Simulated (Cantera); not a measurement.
Charge: 1 mol Fe(CO)5, 4.4 mol H2, 2.5 mol N2, at 3.50 mbar.

Cantera equilibrium calculation (NASA polynomials, part measured and part estimated; ideal gas, pure solids and liquids). Candidate condensed phases: C, C6H6, C7H8, C8H18, Fe, Fe(CO)5, FeO, Fe(OH)2, Fe(OH)3, Fe2O3, Fe3O4, H2O; 140 gas species. Condensed phases not in the tables: cementite and carbon dissolved in iron. Kinetics and transport are ignored.

x: gas mole fraction; n: condensed amount in mol.

```csv
T (K),x CO,x H2,x N2,x CO2,x H2O,x CH4,x HCN,n C(graphite),n Fe(α)
773,0.293,0.383,0.230,0.0736,0.0188,0.00109,1.38e-8,…,1.00
798,0.345,0.378,0.222,0.0438,0.0112,0.000694,2.58e-8,…,1.00
823,0.379,0.374,0.217,0.0240,0.00656,0.000456,4.68e-8,…,1.00
848,0.398,0.372,0.214,0.0127,0.00382,0.000309,8.24e-8,…,1.00
873,0.408,0.370,0.212,0.00663,0.00225,0.000216,1.41e-7,…,1.00
898,0.414,0.370,0.211,0.00352,0.00135,0.000153,2.35e-7,…,1.00
923,0.417,0.370,0.211,0.00192,0.000833,0.000111,3.80e-7,…,1.00
948,0.418,0.370,0.210,0.00107,0.000524,8.21e-5,6.01e-7,…,1.00
973,0.419,0.370,0.210,0.000616,0.000337,6.15e-5,9.28e-7,…,1.00
998,0.419,0.370,0.210,0.000364,0.000222,4.67e-5,1.40e-6,…,1.00
1023,0.420,0.370,0.210,0.000221,0.000149,3.59e-5,2.07e-6,…,1.00
1048,0.420,0.370,0.210,0.000137,0.000102,2.79e-5,3.01e-6,…,1.00
```

Task: Some entries are withheld; supply them.

Result: 
- 773, n C(graphite): 0.993
- 798, n C(graphite): 0.613
- 823, n C(graphite): 0.348
- 848, n C(graphite): 0.189
- 873, n C(graphite): 0.102
- 898, n C(graphite): 0.0559
- 923, n C(graphite): 0.0313
- 948, n C(graphite): 0.0180
- 973, n C(graphite): 0.0106
- 998, n C(graphite): 0.00639
- 1023, n C(graphite): 0.00394
- 1048, n C(graphite): 0.00247
